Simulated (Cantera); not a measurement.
A closed system holds: 1 mol Al2O3, 0.21 mol HCl, 0.067 mol N2, equilibrated at 1573.15 K and 1 atm.

Method: chemical equilibrium by Gibbs-energy minimisation in Cantera with the NASA 1993 tables (ideal gas, pure condensed phases). Candidate condensed phases: Al, AlCl3, AlN, Al2O3, H2O, NH4Cl; 45 gas species. Equilibrium is a limit: real reactors are often held back by kinetics, nucleation or transport.

Base state: HCl 0.747, N2 0.242, H2O 0.00574, AlCl3 0.00383, Cl 0.000980, H2 0.000601, Cl2 0.000111 (mole fractions); condensed: Al2O3(s).

Q: What changes in the equilibrium state with this change: Al2O3 replaced by B?

A: 
```
species          before    after
-------------  --------  -------
H2             0.000601    0.409
HCl               0.747    0.317
BCl3                  0    0.272
N2                0.242  3.46e-8
AlCl3           0.00383        0
H2O             0.00574        0
BCl2                  0  0.00199
Al2O3(s), mol     0.999        0
B(s), mol             0    0.815
BN(s), mol            0    0.134
```
Mutual solubility and eutectic melting of coexisting phases are not modelled. The tables' values for BCl2, BCl are old estimates; treat these amounts as uncertain. Gases not in the tables: BHCl2. Further candidate phases: B, BN.
